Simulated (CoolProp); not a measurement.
Properties of the fluoroketone C6F12O (FK-5-1-12) along the isotherm 450.1 K.

Model: reference Helmholtz-energy equation of state, McLinden 2015, in CoolProp.

```
p (MPa)          phase       Z  Joule-Thomson coefficient (K/MPa)
-------  -------------  ------  ---------------------------------
0.234              gas  0.9583                              7.980
0.467              gas  0.9146                              8.555
0.701              gas  0.8678                              9.269
0.935              gas  0.8171                              10.17
1.17               gas  0.7609                              11.37
1.4                gas  0.6985                              12.97
1.64               gas  0.6214                              15.43
1.87     supercritical  0.5265                              19.21
2.1      supercritical  0.3682                              24.04
2.34     supercritical  0.2500                              8.887
2.57     supercritical  0.2494                              5.015
2.8      supercritical  0.2585                              3.556
```
